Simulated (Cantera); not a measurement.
Mixture: 5.28 % CO, 4.59 % H2, 7.39 % CH4, 16.4 % O2, 61.7 % N2, 4.59 % CO2, at 1400000 Pa, adiabatic and at constant volume. Ignition delay is the time to a rise of 400 K.

Cantera simulation using GRI-Mech 3.0 (53 species, 325 reactions); the numbers are that mechanism's predictions, not measurements. The pressure lies above the range GRI-Mech 3.0 was tuned for (to about 10 atm).

### Question
Predict: delay at 1123 K; delay at 1273 K; delay at 1423 K; delay at 1573 K; delay at 1723 K; apparent activation energy between 1573 and 1723 K.

### Answer
```json
{
  "delay at 1123 K": "0.636 ms",
  "delay at 1273 K": "0.114 ms",
  "delay at 1423 K": "39.9 µs",
  "delay at 1573 K": "16.3 µs",
  "delay at 1723 K": "7.26 µs",
  "apparent activation energy between 1573 and 1723 K": "120 kJ/mol"
}
```
